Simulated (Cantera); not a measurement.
A closed system holds: 1 mol Si₃H₈, 2.2 mol HCl, 33 mol H₂, held at 0.00220 bar.

Method: chemical equilibrium by Gibbs-energy minimisation in Cantera with the NASA 1993 tables (ideal gas, pure condensed phases). Candidate condensed phases: Si; 19 gas species. The feed counts by its element totals alone. Kinetics and transport are ignored.

Over these rows the condensed part is Si(s). Partial pressures as log10 of bar:

| T (K) | 1000/T (1/K) | log p SiHCl₃ | log p H₂ | log p HCl |
|---|---|---|---|---|
| 1073 | 0.9320 | -5.81 | -2.68 | -4.08 |
| 1148 | 0.8711 | -6.30 | -2.68 | -4.02 |
| 1223 | 0.8177 | -6.86 | -2.68 | -4.01 |
| 1298 | 0.7704 | -7.39 | -2.68 | -4.01 |
| 1373 | 0.7283 | ? | -2.68 | -4.01 |
| 1448 | 0.6906 | -8.29 | -2.68 | -4.02 |

Question: Fit log p(SiHCl₃) = a + b·(1000/T) to the five rows, give the apparent enthalpy, and predict the row at 1373 K.

Answer: Means: 1000/T = 0.8164, log p = -6.930. Sxy = 0.356272, Sxx = 0.0342988, so b = 10.39 and a = -6.930 − (10.39)×0.8164 = -15.41.
Apparent enthalpy: −19.145 × (10.39) = -199 kJ/mol. With the condensed phases at unit activity, Si(s) + 3 HCl(g) = SiHCl₃(g) + H₂(g) links this pressure to the main gases: over the six rows their terms move log p by +0.18 in all, so the slope isn't that reaction's ΔH° alone. The five rows lie within 0.08 of the line.
Prediction at 1373 K: -15.41 + (10.39)×0.7283 = -7.84. The computed value is -7.86, 0.02 from the line.
